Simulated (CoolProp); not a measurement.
Computed with CoolProp (reference Helmholtz-energy equation of state, Akasaka 2019).

Task: Give the vapour pressure (MPa), vapour density (kg/m³), liquid cp (kJ/(kg K)) of saturated R1234ze(Z) at 338.4, 348.8, 353.9 K.

Result: 
```tsv
T (K)	p (MPa)	vapour density (kg/m³)	liquid cp (kJ/(kg K))
338.4	0.594	28.8	1.41
348.8	0.773	37.7	1.46
353.9	0.875	43.0	1.48
```
